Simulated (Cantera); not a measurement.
Charge: 1 mol Al2O3, 220 mol H2, 0.00062 mol H2O, held at 29.0 mbar.

Cantera equilibrium calculation (NASA polynomials, part measured and part estimated; ideal gas, pure solids and liquids). Candidate condensed phases: Al, Al2O3, H2O; 19 gas species. The tables' values for AlOH are old estimates; treat these amounts as uncertain. Equilibrium is a limit: real reactors are often held back by kinetics, nucleation or transport.

log p: log10 of the partial pressure in bar; n: condensed amount in mol.

```json
[
 {"T (K)": "1500", "log p H2": "-1.54", "log p H": "-5.52", "log p H2O": "-7.07", "log p Al": "-8.82", "log p Al2O": "-10.29", "log p AlOH": "-9.63", "log p AlH": "-9.51", "n Al2O3(s)": "1.000"},
 {"T (K)": "1550", "log p H2": "-1.54", "log p H": "-5.27", "log p H2O": "-7.01", "log p Al": "-8.05", "log p Al2O": "-9.30", "log p AlOH": "-9.09", "log p AlH": "-8.82", "n Al2O3(s)": "1.000"},
 {"T (K)": "1600", "log p H2": "-1.54", "log p H": "-5.03", "log p H2O": "-6.84", "log p Al": "-7.48", "log p Al2O": "-8.58", "log p AlOH": "-8.64", "log p AlH": "-8.33", "n Al2O3(s)": "1.000"},
 {"T (K)": "1650", "log p H2": "-1.54", "log p H": "-4.81", "log p H2O": "-6.61", "log p Al": "-7.06", "log p Al2O": "-8.06", "log p AlOH": "-8.25", "log p AlH": "-7.98", "n Al2O3(s)": "1.000"},
 {"T (K)": "1700", "log p H2": "-1.54", "log p H": "…", "log p H2O": "…", "log p Al": "…", "log p Al2O": "…", "log p AlOH": "-7.91", "log p AlH": "…", "n Al2O3(s)": "0.999"},
 {"T (K)": "1750", "log p H2": "-1.54", "log p H": "-4.40", "log p H2O": "-6.10", "log p Al": "-6.43", "log p Al2O": "-7.29", "log p AlOH": "-7.59", "log p AlH": "-7.48", "n Al2O3(s)": "0.998"},
 {"T (K)": "1800", "log p H2": "-1.54", "log p H": "-4.22", "log p H2O": "-5.85", "log p Al": "-6.17", "log p Al2O": "-6.97", "log p AlOH": "-7.30", "log p AlH": "-7.28", "n Al2O3(s)": "0.996"},
 {"T (K)": "1850", "log p H2": "-1.54", "log p H": "…", "log p H2O": "…", "log p Al": "…", "log p Al2O": "…", "log p AlOH": "-7.03", "log p AlH": "…", "n Al2O3(s)": "0.993"},
 {"T (K)": "1900", "log p H2": "-1.54", "log p H": "-3.87", "log p H2O": "-5.38", "log p Al": "-5.70", "log p Al2O": "-6.40", "log p AlOH": "-6.77", "log p AlH": "-6.92", "n Al2O3(s)": "0.988"},
 {"T (K)": "1950", "log p H2": "-1.54", "log p H": "-3.71", "log p H2O": "-5.16", "log p Al": "-5.48", "log p Al2O": "-6.14", "log p AlOH": "-6.52", "log p AlH": "-6.76", "n Al2O3(s)": "0.980"},
 {"T (K)": "2000", "log p H2": "-1.54", "log p H": "-3.56", "log p H2O": "-4.96", "log p Al": "-5.28", "log p Al2O": "-5.90", "log p AlOH": "-6.29", "log p AlH": "-6.61", "n Al2O3(s)": "0.968"},
 {"T (K)": "2050", "log p H2": "-1.54", "log p H": "-3.42", "log p H2O": "-4.76", "log p Al": "-5.09", "log p Al2O": "-5.67", "log p AlOH": "-6.07", "log p AlH": "-6.46", "n Al2O3(s)": "0.948"},
 {"T (K)": "2100", "log p H2": "-1.55", "log p H": "-3.28", "log p H2O": "-4.57", "log p Al": "-4.91", "log p Al2O": "-5.46", "log p AlOH": "-5.87", "log p AlH": "-6.33", "n Al2O3(s)": "0.920"},
 {"T (K)": "2150", "log p H2": "-1.55", "log p H": "-3.15", "log p H2O": "-4.40", "log p Al": "-4.74", "log p Al2O": "-5.26", "log p AlOH": "-5.67", "log p AlH": "-6.20", "n Al2O3(s)": "0.877"}
]
```

**Question.** Fill in the missing entries.

**Answer.** 
- 1700, log p H: -4.60
- 1700, log p H2O: -6.35
- 1700, log p Al: -6.73
- 1700, log p Al2O: -7.65
- 1700, log p AlH: -7.71
- 1850, log p H: -4.04
- 1850, log p H2O: -5.61
- 1850, log p Al: -5.92
- 1850, log p Al2O: -6.67
- 1850, log p AlH: -7.09
